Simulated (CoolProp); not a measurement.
A single-stage vapour-compression cycle with ethylene: evaporating at 213.15 K (dew point), condensing at 239.15 K (bubble point), superheat 8 K, subcooling 8 K, compressor efficiency 0.7, no pressure losses. Each further row changes one setting.

The numbers come from the reference Helmholtz-energy equation of state, Smukala 2000 in CoolProp.

| case | cooling COP | pressure ratio | discharge temperature (K) | refrigerating effect (kJ/kg) | volumetric capacity (kJ/m³) |
|---|---|---|---|---|---|
| as stated | 4.96 | 2.30 | 282.0 | 370 | 4830 |
| evaporating temperature 218.15 K | 6.43 | ? | 274.3 | ? | ? |
| condensing temperature 234.15 K | 6.34 | 1.98 | 270.9 | 384 | 5010 |
| subcooling 13 K | 5.15 | 2.30 | 282.0 | 384 | 5010 |
| superheat 18 K | 4.86 | 2.30 | 293.7 | 386 | ? |
| compressor efficiency 0.6 | 4.25 | 2.30 | 289.1 | 370 | 4830 |

Problem. Some entries are withheld; supply them.

Solution. 
- evaporating temperature 218.15 K, pressure ratio: 1.93
- evaporating temperature 218.15 K, refrigerating effect (kJ/kg): 373
- evaporating temperature 218.15 K, volumetric capacity (kJ/m³): 5770
- superheat 18 K, volumetric capacity (kJ/m³): 4720
